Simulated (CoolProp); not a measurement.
A closed Brayton cycle with carbon dioxide: compressor inlet 316.15 K and 8.6 MPa, high pressure 24.4 MPa, turbine inlet 705 K, compressor efficiency 0.85, turbine efficiency 0.9, recuperator effectiveness 0.8 (on enthalpy, no pinch check). Each further row changes one setting.

Computed with CoolProp (reference Helmholtz-energy equation of state, Span 1996).

```json
[
 {"case": "as stated", "thermal efficiency (%)": "27.2", "net work (kJ/kg)": "69.9", "compressor to turbine work": "0.38", "compressor exit (K)": "387.9", "turbine exit (K)": "591.0"},
 {"case": "turbine inlet 655 K", "thermal efficiency (%)": "25.2", "net work (kJ/kg)": "59.8", "compressor to turbine work": "[?]", "compressor exit (K)": "387.9", "turbine exit (K)": "545.2"},
 {"case": "compressor inlet 326.15 K", "thermal efficiency (%)": "25.4", "net work (kJ/kg)": "59.5", "compressor to turbine work": "[?]", "compressor exit (K)": "412.2", "turbine exit (K)": "591.0"},
 {"case": "high pressure 20.7 MPa", "thermal efficiency (%)": "25.8", "net work (kJ/kg)": "62.2", "compressor to turbine work": "[?]", "compressor exit (K)": "376.3", "turbine exit (K)": "608.6"},
 {"case": "recuperator effectiveness 0.5", "thermal efficiency (%)": "21.3", "net work (kJ/kg)": "69.9", "compressor to turbine work": "0.38", "compressor exit (K)": "387.9", "turbine exit (K)": "591.0"}
]
```

**Question.** Fill in the missing entries.

**Answer.** 
- turbine inlet 655 K, compressor to turbine work: 0.42
- compressor inlet 326.15 K, compressor to turbine work: 0.47
- high pressure 20.7 MPa, compressor to turbine work: 0.36
